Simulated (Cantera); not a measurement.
Ignition delay

Mixture: CH4 : O2 : N2 = 1 : 2.82 : 10.6 (molar parts), at 1200 Torr, adiabatic and at constant volume. Ignition delay is the time to a rise of 400 K.

Detailed kinetics in Cantera: GRI-Mech 3.0 (53 species, 325 reactions).

```json
[
 {"T0 (K)": "1225", "delay (ms)": "17.2"},
 {"T0 (K)": "1275", "delay (ms)": "8.86"},
 {"T0 (K)": "1325", "delay (ms)": "4.72"},
 {"T0 (K)": "1375", "delay (ms)": "2.60"},
 {"T0 (K)": "1425", "delay (ms)": "1.48"},
 {"T0 (K)": "1475", "delay (ms)": "0.879"},
 {"T0 (K)": "1525", "delay (ms)": "0.540"},
 {"T0 (K)": "1575", "delay (ms)": "0.345"}
]
```

```yaml
apparent activation energy between 1475 and 1575 K: 180 kJ/mol
```
